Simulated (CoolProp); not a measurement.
A closed Brayton cycle with carbon dioxide: compressor inlet 308.15 K and 8.7 MPa, high pressure 29.9 MPa, turbine inlet 990 K, compressor efficiency 0.85, turbine efficiency 0.9, recuperator effectiveness 0.95 (on enthalpy, no pinch check). Each further row changes one setting.

Values from CoolProp's reference Helmholtz-energy equation of state, Span 1996.

```tsv
case	thermal efficiency (%)	net work (kJ/kg)	compressor to turbine work	compressor exit (K)	turbine exit (K)
as stated	44.5	160	0.18	347.2	825.6
turbine inlet 940 K	43.2	149	0.19	347.2	781.1
compressor inlet 318.15 K	43.3	138	0.29	406.8	825.6
high pressure 25.4 MPa	42.9	143	0.16	341.0	846.4
recuperator effectiveness 0.5	26.0	160	0.18	347.2	825.6
```
